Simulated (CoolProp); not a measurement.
Properties of the fluoroketone C6F12O (FK-5-1-12) along the isobar 1.68 MPa (Tc = 441.8 K, pc = 1.869 MPa, ω = 0.471).

Model: reference Helmholtz-energy equation of state, McLinden 2015, in CoolProp.

| T (K) | phase | density (kg/m³) | cp (kJ/(kg K)) | Joule-Thomson coefficient (K/MPa) |
|---|---|---|---|---|
| 325.6 | liquid | 1527 | (withheld) | (withheld) |
| 343 | liquid | 1469 | 1.138 | -0.1218 |
| 360.5 | liquid | 1407 | 1.161 | (withheld) |
| 377.9 | liquid | 1338 | 1.192 | 0.1172 |
| 395.3 | liquid | 1259 | 1.236 | 0.3613 |
| 412.8 | liquid | 1160 | 1.312 | 0.8781 |
| 430.2 | liquid | 1008 | 1.566 | 2.831 |
| 447.7 | gas | (withheld) | 1.353 | 17.11 |
| 465.1 | gas | 200.7 | 1.201 | 11.60 |
| 482.6 | gas | 177.9 | 1.161 | (withheld) |
| 500 | gas | 162.3 | 1.149 | 7.379 |

Question: Some entries are withheld; supply them.

Answer: 
- 325.6, cp (kJ/(kg K)): 1.119
- 325.6, Joule-Thomson coefficient (K/MPa): -0.1884
- 360.5, Joule-Thomson coefficient (K/MPa): -0.02661
- 447.7, density (kg/m³): 241.7
- 482.6, Joule-Thomson coefficient (K/MPa): 8.989
